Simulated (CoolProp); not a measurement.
Toluene at 293.15 K and 1.91 MPa flows at 22 m/s in a round tube of 2 mm bore and 45 µm roughness, fully developed (64/Re and Nu = 3.66 if laminar; Colebrook and Gnielinski if turbulent). Each further row changes one setting.

Values from CoolProp's reference Helmholtz-energy equation of state, Lemmon 2006. It is a short technical equation, of lower accuracy than the large ones.

```
case             Reynolds number  Darcy friction factor  pressure drop (Pa/m)  heat-transfer coefficient (W/(m² K))  mass flow (kg/h)
---------------  ---------------  ---------------------  --------------------  ------------------------------------  ----------------
as stated             (withheld)                 0.0515            (withheld)                                 52000        (withheld)
velocity 44 m/s           128000             (withheld)                2.15e7                                105000        (withheld)
diameter 4 mm             128000                 0.0399               2100000                            (withheld)        (withheld)
```

**Question.** Fill in the missing entries.

**Answer.** 
- as stated, Reynolds number: 64100
- as stated, pressure drop (Pa/m): 5410000
- as stated, mass flow (kg/h): 216
- velocity 44 m/s, Darcy friction factor: 0.0512
- velocity 44 m/s, mass flow (kg/h): 432
- diameter 4 mm, heat-transfer coefficient (W/(m² K)): 44600
- diameter 4 mm, mass flow (kg/h): 864

Viscosity comes from a separate model (Avgeri 2015). Thermal conductivity comes from a separate model (Assael 2012).
